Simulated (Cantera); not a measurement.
A closed system holds: 1 mol B, 0.11 mol NH₃, 10 mol H₂, at 1877 °C and 0.120 bar.

Cantera equilibrium calculation (NASA polynomials, part measured and part estimated; ideal gas, pure solids and liquids). The tables' values for BH₂ are old estimates; treat these amounts as uncertain. Gases not in the tables: B₂H₆ and higher boranes. The numbers say what is thermodynamically allowed, not how fast it happens.

| species | before | after |
|---|---|---|
| H₂ | 0.982 | 0.979 |
| H | 0.0121 | 0.0120 |
| N₂ | 0.00535 | 0.00786 |
| BH₂ | 0.00102 | 0.00102 |
| BH₃ | 1.73e-5 | 1.72e-5 |
| B | 1.13e-5 | 1.13e-5 |
| B(s), mol | 0.989 | 0.582 |
| BN(s), mol | 0 | 0.407 |
Gas species are given as mole fractions.

Task: What was changed between the two runs?
A) NH₃ from 0.11 to 4 mol
B) NH₃ from 0.11 to 17 mol
C) NH₃ from 0.11 to 0.58 mol
D) NH₃ from 0.11 to 1.5 mol

Result: C, NH₃ from 0.11 to 0.58 mol. Mutual solubility and eutectic melting of coexisting phases are not modelled
